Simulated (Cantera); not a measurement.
Feed: 1 mol SiHCl₃, 0.3 mol NH₃, held at 1498 K and 24.0 Pa.

Method: chemical equilibrium by Gibbs-energy minimisation in Cantera with the NASA 1993 tables (ideal gas, pure condensed phases). Candidate condensed phases: NH₄Cl, Si, Si₃N₄; 28 gas species. The tables' values for SiCl₃, SiCl are old estimates; treat these amounts as uncertain. Equilibrium is a limit: real reactors are often held back by kinetics, nucleation or transport.

Base state: SiCl₂ 0.373, HCl 0.371, H₂ 0.182, N₂ 0.0581, SiCl₃ 0.0127, SiCl₄ 0.00138, Cl 0.000778, H 0.000473 (mole fractions); condensed: gas only.

Question: What changes in the equilibrium state with this change: SiHCl₃ replaced by SiH₄?

Answer: 
```tsv
species	before	after
H₂	0.182	0.941
N₂	0.0581	0.0577
H	0.000473	0.00108
SiCl₂	0.373	0
HCl	0.371	0
SiCl₃	0.0127	0
Si	6.43e-6	4.18e-5
SiCl₄	0.00138	0
Cl	0.000778	0
SiHCl₃	6.95e-5	0
SiCl	6.43e-5	0
Si(s), mol	0	1.000
```
